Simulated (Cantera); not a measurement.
A perfectly stirred reactor is fed with CO : O2 : H2O : N2 = 0.0084 : 0.053 : 0.0035 : 1 (molar parts), equivalence ratio 0.079, at 3.20 bar; it is held at 1450 K, and followed from long to short residence time.

Computed with Cantera and GRI-Mech 3.0 (53 species, 325 reactions).

Predict: x(CO) at τ = 5.10 s; x(O2) at τ = 5.10 s; x(H2O) at τ = 5.10 s; x(NO) at τ = 5.10 s; x(H) at τ = 5.10 s; x(CO) at τ = 35.0 ms; x(O2) at τ = 35.0 ms; x(H2O) at τ = 35.0 ms; x(NO) at τ = 35.0 ms; x(H) at τ = 35.0 ms.


| Quantity | Value |
|---|---|
| x(CO) at τ = 5.10 s | 1.38e-5 |
| x(O2) at τ = 5.10 s | 0.0460 |
| x(H2O) at τ = 5.10 s | 0.00329 |
| x(NO) at τ = 5.10 s | 2.11e-6 |
| x(H) at τ = 5.10 s | 1.06e-8 |
| x(CO) at τ = 35.0 ms | 0.000445 |
| x(O2) at τ = 35.0 ms | 0.0462 |
| x(H2O) at τ = 35.0 ms | 0.00327 |
| x(NO) at τ = 35.0 ms | 2.38e-6 |
| x(H) at τ = 35.0 ms | 1.03e-6 |
